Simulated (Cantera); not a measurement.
A Cantera script and its output.

```python
import numpy as np
import cantera as ct

gas = ct.Solution("gri30.yaml")
gas.TPX = 1473, 3000, {'H2': 0.0069, 'O2': 1, 'N2': 2.3}
reactor = ct.IdealGasConstPressureReactor(gas, energy="off", clone=False)
net = ct.ReactorNet([reactor])
net.rtol, net.atol = 1e-08, 1e-18
show = ['H2', 'O2', 'HO2', 'H', 'O']
times = np.geomspace(2e-06, 90, 11)

steps = ct.SolutionArray(gas, extra=["t"])
rows = []
print(f"{'t/s':>10s}{'T/K':>9s}{'P/Pa':>11s}" + "".join(f"{s:>11s}" for s in show))
for t in times:
    while net.time < t:
        t_next = net.step()
        steps.append(gas.state, t=t_next)
    rows.append([np.interp(t, steps.t, y) for y in (steps.T, steps.P, *steps(*show).X.T)])
    print(f"{t:10.3e}{rows[-1][0]:9.1f}{rows[-1][1]:11.4g}" + "".join(f"{x:11.3e}" for x in rows[-1][2:]))
rate = np.gradient(steps.T, steps.t)
print("integrator steps:", len(steps.t))
if steps.T.max() > steps.T[0] + 200:
    print(f"time of steepest temperature rise: {steps.t[rate.argmax()]:.4e} s")
gas.TPX = 1473, 3000, {'H2': 0.0069, 'O2': 1, 'N2': 2.3}
gas.equilibrate("TP")
print(f"equilibrium (TP): T = {gas.T:.1f} K  " + "  ".join(f"{s} {gas[s].X[0]:.3e}" for s in show))
```

Output:

```
       t/s      T/K       P/Pa         H2         O2        HO2          H          O
 2.000e-06   1473.0       3000  2.087e-03  3.024e-01  1.734e-10  1.660e-10  7.375e-12
 1.165e-05   1473.0       3000  2.087e-03  3.024e-01  1.010e-09  7.942e-10  2.178e-10
 6.787e-05   1473.0       3000  2.087e-03  3.024e-01  5.878e-09  2.050e-09  4.065e-09
 3.954e-04   1473.0       3000  2.086e-03  3.024e-01  3.397e-08  4.665e-09  4.472e-08
 2.303e-03   1473.0       3000  2.083e-03  3.024e-01  1.892e-07  1.620e-07  2.694e-06
 1.342e-02   1473.0       3000  6.062e-06  3.004e-01  1.568e-07  3.558e-05  1.826e-03
 7.816e-02   1473.0       3000  4.877e-06  3.005e-01  1.454e-07  2.944e-05  1.620e-03
 4.553e-01   1473.0       3000  2.765e-06  3.010e-01  1.040e-07  1.227e-05  8.977e-04
 2.652e+00   1473.0       3000  4.809e-07  3.015e-01  3.359e-08  8.602e-07  1.508e-04
 1.545e+01   1473.0       3000  4.497e-08  3.017e-01  1.233e-08  2.433e-08  1.391e-05
 9.000e+01   1473.0       3000  2.878e-08  3.017e-01  1.255e-08  1.247e-08  8.904e-06
integrator steps: 1372
equilibrium (TP): T = 1473.0 K  H2 2.882e-08  O2 3.011e-01  HO2 1.253e-08  H 1.248e-08  O 8.897e-06
```

Detailed kinetics in Cantera: GRI-Mech 3.0 (53 species, 325 reactions). Radical loss at walls, strong at low pressure, is not modelled.
